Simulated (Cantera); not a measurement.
Cantera run:

```python
import numpy as np
import cantera as ct

gas_names = """
    C CO CO2 C2 C2O C3 C3O2 C4 C5 Fe FeC5O5 FeO O O2 O3
""".split()
cond_names = """
    C(gr) Fe(a) Fe(c) Fe(d) Fe(L) FeC5O5(L) FeO(s) FeO(L) Fe2O3(s) Fe3O4(s)
""".split()


def load(file, names, dense=False):
    # The tables refer to 1 bar. Condensed volumes are neglected.
    table = {s.name: s for s in ct.Species.list_from_file(file)}
    out = []
    for n in names:
        d = dict(table[n].input_data)
        d["thermo"] = dict(d["thermo"], **{"reference-pressure": 1e5})
        if dense:
            d["equation-of-state"] = {"model": "constant-volume", "density": "1e6 g/cm^3"}
        out.append(ct.Species.from_dict(d))
    return out


gas = ct.Solution(thermo="ideal-gas", species=load("nasa_gas.yaml", gas_names))
cond = {s.name: ct.Solution(thermo="fixed-stoichiometry", species=[s], name=s.name)
        for s in load("nasa_condensed.yaml", cond_names, dense=True)}
atoms = {
    'Fe3O4': {'Fe': 3, 'O': 4},
    'C': {'C': 1},
    'CO': {'C': 1, 'O': 1},
}
top_T = {'C(gr)': 4500, 'Fe2O3(s)': 1830, 'Fe3O4(s)': 1870}  # K; cautious upper limits of use, not melting points


def equilibrate(T, P, feed):
    n = {}
    for name, mol in feed.items():
        for a, k in atoms[name].items():
            n[a] = n.get(a, 0.0) + k * mol
    gas.TPX = T, P, n
    mass = sum(n.values()) * gas.mean_molecular_weight
    gas.equilibrate("TP")
    valid = [c for c in cond.values() if c.min_temp <= T <= top_T.get(c.name, c.max_temp)]
    mix = ct.Mixture([(gas, mass / gas.mean_molecular_weight)] + [(c, 0.0) for c in valid])
    mix.T, mix.P = T, P
    mix.equilibrate("TP", solver="vcs", rtol=1e-11, max_steps=5000)
    return mix


results = []
feed = {'Fe3O4': 1, 'C': 0.66, 'CO': 1.4}  # mol
T = 2423  # K
for P in [10, 52, 270, 1400, 7200, 37000, 190000, 1000000]:
    mix = equilibrate(T, P, feed)
    results.append((T, P, feed, dict(zip(mix.species_names, mix.species_moles))))

top = {s: max(r[3][s] / sum(r[3][g] for g in gas_names) for r in results) for s in gas_names}
cols = sorted((s for s in top if top[s] > 1e-06), key=lambda s: -top[s])[:8]
seen = [c for c in cond_names if any(r[3].get(c, 0) > 1e-12 for r in results)]
print("log10 of partial pressures in bar; condensed amounts in mol")
print(f"{'P/Pa':>10s}" + "".join(f"{s[:9]:>10s}" for s in cols + seen))
for T, P, feed, n in results:
    ng = sum(n[g] for g in gas_names)
    print(f"{P:10.4g}" + "".join(f"{np.log10(max(n[s] / ng * P / 1e5, 1e-99)):10.3f}" for s in cols)
          + "".join(f"{n.get(c, 0):10.4g}" for c in seen))
```

Output:

```
log10 of partial pressures in bar; condensed amounts in mol
      P/Pa        CO        Fe       CO2         O        O2       FeO    FeO(L)
        10    -4.611    -4.415    -5.569    -4.584    -5.150    -5.936         0
        52    -3.927    -3.680    -4.421    -4.119    -4.219    -4.736         0
       270    -3.293    -2.968    -3.417    -3.749    -3.480    -3.654         0
      1400    -2.162    -2.590    -2.415    -3.878    -3.739    -3.405     2.431
      7200    -1.291    -2.326    -1.808    -4.142    -4.267    -3.405     2.842
   3.7e+04    -0.527    -2.192    -1.179    -4.277    -4.535    -3.405     2.961
   1.9e+05     0.197    -2.150    -0.496    -4.318    -4.618    -3.405     2.992
     1e+06     0.921    -2.141     0.219    -4.327    -4.636    -3.405     2.998
```

Cantera equilibrium calculation (NASA polynomials, part measured and part estimated; ideal gas, pure solids and liquids). The tables' stoichiometric FeO is somewhat more stable than real wüstite, so its field is too wide. FeO: taken at fixed stoichiometry.
